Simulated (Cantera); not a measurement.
A closed system holds: 1 mol BN, 0.17 mol H2O, 5.2 mol N2, equilibrated at 1802 °C and 1.33 mbar.

Method: chemical equilibrium by Gibbs-energy minimisation in Cantera with the NASA 1993 tables (ideal gas, pure condensed phases). Candidate condensed phases: B, BN, B2O3, B3O3H3, H2O; 39 gas species. Rates play no part.

Base state: N2 0.937, BO 0.0235, H2 0.0228, H 0.0110, HBO 0.00360, B2O2 0.00139, B2O 0.000219, B 0.000175 (mole fractions); condensed: BN(s).

**Question.** What changes in the equilibrium state with this change: temperature from 1802 °C to 725 °C?

**Answer.** 
```tsv
species	before	after
N2	0.937	0.969
H2	0.0228	0.0313
H2O	5.51e-8	3.31e-5
BO	0.0235	<1e-9
H	0.0110	1.04e-8
HBO	0.00360	1.84e-8
B2O2	0.00139	<1e-9
B2O	0.000219	<1e-9
B	0.000175	<1e-9
BN(s), mol	0.828	0.887
B2O3(l), mol	0	0.0566
```
